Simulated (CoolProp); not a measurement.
The numbers come from the reference Helmholtz-energy equation of state, Schmidt 1985 in CoolProp.

**Question.** Give the vapour pressure (MPa), liquid density (kg/m³), enthalpy of vaporisation (kJ/kg), vapour Z of saturated oxygen at 108.1, 132 K.

**Answer.** 
| T (K) | p (MPa) | liquid density (kg/m³) | enthalpy of vaporisation (kJ/kg) | vapour Z |
|---|---|---|---|---|
| 108.1 | 0.476 | 1050 | 192 | 0.903 |
| 132 | 1.93 | 886 | 148 | 0.739 |
